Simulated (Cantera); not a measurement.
Cantera run:

```python
import numpy as np
import cantera as ct

gas_names = """
    C CN CO CO2 C2 CCN CNC C2N2 C2O C3 C3O2 C4 C4N2 C5 N NCO NO NO2 NO3 N2 N2O O O2 O3 Si SiC SiC2 SiN
    SiO SiO2 Si2 Si2C Si2N Si3
""".split()
cond_names = """
    C(gr) Si(cr) Si(L) SiC(b) SiO2(Lqz) SiO2(hqz) SiO2(L) Si2N2O(s) Si3N4(a)
""".split()


# ... load() reads the species with a 1 bar reference pressure and builds the phases ...
atoms = {
    'SiC': {'Si': 1, 'C': 1},
    'N2O': {'N': 2, 'O': 1},
    'N2': {'N': 2},
}
top_T = {'C(gr)': 4500, 'SiC(b)': 3050, 'Si2N2O(s)': 2100, 'Si3N4(a)': 2400}  # K; cautious upper limits of use, not melting points


# ... equilibrate(T, P, feed) seeds the gas with the atoms and calls Mixture.equilibrate('TP', solver="vcs", rtol=1e-11, max_steps=5000) ...
results = []
feed = {'SiC': 1, 'N2O': 0.068, 'N2': 650}  # mol
T = 1123  # K
P = 2.3  # Pa
mix = equilibrate(T, P, feed)
results.append((T, P, feed, dict(zip(mix.species_names, mix.species_moles))))
print(gas.report(threshold=0.0001))
for i in range(1, mix.n_phases):
    print(f"{mix.phase(i).name:16s} {mix.phase_moles(i):12.5e} mol")
```

It prints:

```
       temperature   1123 K
          pressure   2.3 Pa
           density   6.9006e-06 kg/m^3
  mean mol. weight   28.014 kg/kmol
   phase of matter   gas

                          1 kg             1 kmol
                     ---------------   ---------------
          enthalpy         9.108e+05        2.5515e+07  J
   internal energy         5.775e+05        1.6178e+07  J
           entropy             11452        3.2081e+05  J/K
    Gibbs function       -1.1949e+07       -3.3475e+08  J
 heat capacity c_p            1188.4             33291  J/K
 heat capacity c_v            891.58             24977  J/K

                      mass frac. Y      mole frac. X     chem. pot. / RT
                     ---------------   ---------------   ---------------
                N2           0.99993           0.99993            -35.85
     [  +33 minor]        6.7222e-05        6.7223e-05

C(gr)             4.91855e-03 mol
Si(cr)            0.00000e+00 mol
SiC(b)            9.51391e-01 mol
SiO2(hqz)         0.00000e+00 mol
Si2N2O(s)         2.42994e-02 mol
Si3N4(a)          0.00000e+00 mol
```

These are equilibrium values from Cantera (NASA tables, ideal gas, pure condensed phases), not measurements of a reactor. Mutual solubility and eutectic melting of coexisting phases are not modelled.
